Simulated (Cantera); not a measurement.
Transport properties of process gases

Gas mixture: 83.8 % N₂, 16.2 % C₂H₄, at 5850 Torr, frozen composition.

Cantera's kinetic-theory transport with the Lennard-Jones parameters of GRI-Mech 3.0, ideal gas; thermal conductivity in the mixture-averaged form. The composition is frozen, though it would react at the higher temperatures.

```json
[
 {"T (K)": "400", "ρ (kg/m³)": "6.57", "cp (J/kg/K)": "1182", "μ (µPa s)": "20.4", "λ (mW/m/K)": "32.9", "Pr": "0.734", "D (cm²/s) NH₃": "0.0468", "D (cm²/s) NO": "0.0422", "D (cm²/s) N₂": "0.0354"},
 {"T (K)": "650", "ρ (kg/m³)": "4.04", "cp (J/kg/K)": "1341", "μ (µPa s)": "29.0", "λ (mW/m/K)": "51.5", "Pr": "0.756", "D (cm²/s) NH₃": "0.115", "D (cm²/s) NO": "0.0971", "D (cm²/s) N₂": "0.0835"},
 {"T (K)": "900", "ρ (kg/m³)": "2.92", "cp (J/kg/K)": "1475", "μ (µPa s)": "36.3", "λ (mW/m/K)": "69.3", "Pr": "0.772", "D (cm²/s) NH₃": "0.204", "D (cm²/s) NO": "0.168", "D (cm²/s) N₂": "0.146"},
 {"T (K)": "1150", "ρ (kg/m³)": "2.29", "cp (J/kg/K)": "1580", "μ (µPa s)": "42.7", "λ (mW/m/K)": "86.1", "Pr": "0.784", "D (cm²/s) NH₃": "0.312", "D (cm²/s) NO": "0.253", "D (cm²/s) N₂": "0.221"},
 {"T (K)": "1400", "ρ (kg/m³)": "1.88", "cp (J/kg/K)": "1654", "μ (µPa s)": "48.6", "λ (mW/m/K)": "102", "Pr": "0.789", "D (cm²/s) NH₃": "0.436", "D (cm²/s) NO": "0.351", "D (cm²/s) N₂": "0.307"},
 {"T (K)": "1650", "ρ (kg/m³)": "1.59", "cp (J/kg/K)": "1709", "μ (µPa s)": "54.1", "λ (mW/m/K)": "117", "Pr": "0.792", "D (cm²/s) NH₃": "0.576", "D (cm²/s) NO": "0.461", "D (cm²/s) N₂": "0.404"},
 {"T (K)": "1900", "ρ (kg/m³)": "1.38", "cp (J/kg/K)": "1750", "μ (µPa s)": "59.4", "λ (mW/m/K)": "131", "Pr": "0.794", "D (cm²/s) NH₃": "0.730", "D (cm²/s) NO": "0.582", "D (cm²/s) N₂": "0.511"}
]
```
D: mixture-averaged diffusion coefficient of that species in the mixture.
